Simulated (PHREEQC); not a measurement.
Hard or scaling water (model solution)

Make-up at 74 °C: 32 mmol/kgw MgCl2, 0.031 mmol/kgw CO2 and 0.24 mmol/kgw MgSO4. Closed to the air; pH follows from the charge balance.

Model: ion-association model, phreeqc.dat, run in PHREEQC.

No solid was allowed to form.

Problem. Estimate the pH, specific conductance.

Solution. pH 5.37; specific conductance 14700 µS/cm.

Problem. In which forms is S present?

Solution. MgSO4 74 %, SO4-2 26 % of the S.

Away from 25 °C the constants follow the database's enthalpies or fits; those with neither stay at their 25 °C values.
